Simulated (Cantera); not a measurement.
What does this Cantera script print?

```python
import numpy as np
import cantera as ct

gas = ct.Solution("h2o2.yaml")
gas.TPX = 350, 340000, {'H2': 1, 'O2': 0.5, 'N2': 1.88}
inlet = ct.Reservoir(gas, clone=True)
gas.equilibrate("HP")  # start burning
reactor = ct.IdealGasConstPressureReactor(gas, energy="on", clone=False)
exhaust = ct.Reservoir(gas, clone=True)
tau = [0.22, 0.092, 0.039, 0.016, 0.0068, 0.0028, 0.0012, 0.0005, 0.00021, 8.8e-05, 3.7e-05, 1.5e-05][0]
for a, b in ((inlet, reactor), (reactor, exhaust)):
    ct.MassFlowController(a, b, mdot=lambda t: reactor.mass / tau)
net = ct.ReactorNet([reactor])
show = ['H2', 'O2', 'H', 'OH', 'O', 'HO2']

rows = []
print(f"{'tau/s':>10s}{'T/K':>9s}" + "".join(f"{s:>11s}" for s in show))
for tau in [0.22, 0.092, 0.039, 0.016, 0.0068, 0.0028, 0.0012, 0.0005, 0.00021, 8.8e-05, 3.7e-05, 1.5e-05]:
    net.initial_time = 0.0
    net.advance(30 * tau)
    before = gas.X
    net.advance(40 * tau)
    drift = np.max(np.abs(gas.X - before) / (gas.X + 1e-9))
    rows.append([gas.T, *gas[show].X, drift])
    print(f"{tau:10.3e}{gas.T:9.1f}" + "".join(f"{x:11.3e}" for x in gas[show].X))
```

Result:

```
     tau/s      T/K         H2         O2          H         OH          O        HO2
 2.200e-01   2450.4  1.234e-02  4.666e-03  1.235e-03  6.403e-03  4.248e-04  1.785e-06
 9.200e-02   2449.5  1.244e-02  4.705e-03  1.253e-03  6.439e-03  4.303e-04  1.809e-06
 3.900e-02   2447.5  1.264e-02  4.793e-03  1.294e-03  6.519e-03  4.429e-04  1.863e-06
 1.600e-02   2442.9  1.313e-02  4.998e-03  1.393e-03  6.707e-03  4.734e-04  1.994e-06
 6.800e-03   2433.4  1.411e-02  5.411e-03  1.605e-03  7.086e-03  5.389e-04  2.274e-06
 2.800e-03   2414.3  1.600e-02  6.217e-03  2.073e-03  7.824e-03  6.831e-04  2.892e-06
 1.200e-03   2382.9  1.893e-02  7.488e-03  2.960e-03  8.955e-03  9.541e-04  4.066e-06
 5.000e-04   2332.4  2.326e-02  9.423e-03  4.660e-03  1.054e-02  1.464e-03  6.350e-06
 2.100e-04   2260.3  2.873e-02  1.203e-02  7.620e-03  1.230e-02  2.319e-03  1.042e-05
 8.800e-05   2162.2  3.511e-02  1.539e-02  1.249e-02  1.382e-02  3.634e-03  1.739e-05
 3.700e-05   2036.5  4.197e-02  1.959e-02  1.982e-02  1.452e-02  5.395e-03  2.867e-05
 1.500e-05   1875.8  5.002e-02  2.536e-02  3.009e-02  1.376e-02  7.384e-03  4.772e-05
```

Detailed kinetics in Cantera: the H2/O2 subset of GRI-Mech 3.0, which has no nitrogen chemistry. The hydrogen kinetics of GRI-Mech 3.0 are dated; newer H2 mechanisms differ, most at raised pressure.
